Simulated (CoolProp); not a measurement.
A Linde-Hampson liquefier for carbon monoxide: isothermal reversible compression at 200 K from 1 atm to 25 MPa, throttling to 1 atm, return gas leaving the recuperator 0 K below the feed. Each further row changes one setting.

The numbers come from the reference Helmholtz-energy equation of state, Lemmon 2006 in CoolProp. It is a short technical equation, of lower accuracy than the large ones.

| case | liquid yield per pass | compression work (kJ/kg of gas) |
|---|---|---|
| as stated | 0.274 | 305 |
| high pressure 50 MPa | ___ | ___ |
| warm-end temperature 230 K | 0.196 | ___ |
| warm-end gap 5 K | ___ | 305 |

Problem. Fill in the missing entries.

Solution. 
- high pressure 50 MPa, liquid yield per pass: 0.268
- high pressure 50 MPa, compression work (kJ/kg of gas): 353
- warm-end temperature 230 K, compression work (kJ/kg of gas): 363
- warm-end gap 5 K, liquid yield per pass: 0.262
